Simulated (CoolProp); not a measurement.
Carbon monoxide along the isobar 7.64 MPa: Z from the reference equation and from simpler models built on Tc = -140.3 °C, pc = 3.498 MPa, ω = 0.050; each cubic takes its own stable root.

Values from CoolProp's reference Helmholtz-energy equation of state, Lemmon 2006. It is a short technical equation, of lower accuracy than the large ones.

| T (°C) | phase | reference |
|---|---|---|
| -199.05 | liquid | 0.4138 |
| -188.25 | liquid | 0.3802 |
| -177.55 | liquid | 0.3574 |
| -166.85 | liquid | 0.3434 |
| -156.05 | liquid | 0.3380 |
| -145.35 | liquid | 0.3434 |
| -134.55 | supercritical | 0.3681 |
| -123.85 | supercritical | 0.4373 |
| -113.05 | supercritical | 0.5641 |
| -102.35 | supercritical | 0.6718 |
| -91.55 | supercritical | 0.7484 |

Problem. How far does each simpler model (Soave-Redlich-Kwong, Peng-Robinson) lie from the reference over these 11 states: mean and median of the absolute difference, and the worst?

Solution. 
- Soave-Redlich-Kwong: mean 3.2 %, median 2.6 %, worst +8.8 % at -123.85 °C and 7.64 MPa
- Peng-Robinson: mean 6.3 %, median 6.5 %, worst -11.4 % at -188.25 °C and 7.64 MPa
